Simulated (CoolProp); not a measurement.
A closed Brayton cycle with carbon dioxide: compressor inlet 332.15 K and 9.1 MPa, high pressure 31.8 MPa, turbine inlet 945 K, compressor efficiency 0.8, turbine efficiency 0.9, recuperator effectiveness 0.9 (on enthalpy, no pinch check). Each further row changes one setting.

Model: reference Helmholtz-energy equation of state, Span 1996, in CoolProp.

| case | thermal efficiency (%) | net work (kJ/kg) | compressor to turbine work | compressor exit (K) | turbine exit (K) |
|---|---|---|---|---|---|
| as stated | [?] | 112 | 0.40 | 440.7 | 783.3 |
| turbine inlet 895 K | 34.4 | 101 | 0.43 | 440.7 | 738.7 |
| compressor inlet 342.15 K | [?] | [?] | 0.45 | [?] | 783.3 |
| high pressure 27 MPa | [?] | 102 | [?] | 425.9 | [?] |
| recuperator effectiveness 0.5 | [?] | 112 | 0.40 | 440.7 | 783.3 |

### Question
Fill in the missing entries.

### Answer

- as stated, thermal efficiency (%): 36.1
- compressor inlet 342.15 K, thermal efficiency (%): 34.6
- compressor inlet 342.15 K, net work (kJ/kg): 104
- compressor inlet 342.15 K, compressor exit (K): 459.3
- high pressure 27 MPa, thermal efficiency (%): 35.5
- high pressure 27 MPa, compressor to turbine work: 0.38
- high pressure 27 MPa, turbine exit (K): 803.6
- recuperator effectiveness 0.5, thermal efficiency (%): 23.9
